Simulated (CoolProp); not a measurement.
Vapour-liquid equilibrium of propane (1) + benzene (2) at 293.7 K; x and y are mole fractions of (1).

Computed with CoolProp (multi-fluid Helmholtz-energy mixture model, Lemmon 2009 and Thol 2012; pair parameters Bell 2016).

Give the bubble pressure and the first vapour's composition at x = 0.35, 0.5, 0.65. Is there an azeotrope?

x = 0.35: 0.3990 MPa, y = 0.977; x = 0.5: 0.4957 MPa, y = 0.984; x = 0.65: 0.5859 MPa, y = 0.988. No azeotrope shows between x = 0.05 and 0.95.

Pair parameters are fitted to limited data, so mixtures are less certain than the pure fluids. The gap from Raoult's law changes sign with composition, which may be real or a fault of the pair parameters; it wasn't checked against measurements. With so large a gap from Raoult's law the liquid may split in two, which this calculation doesn't test in full.
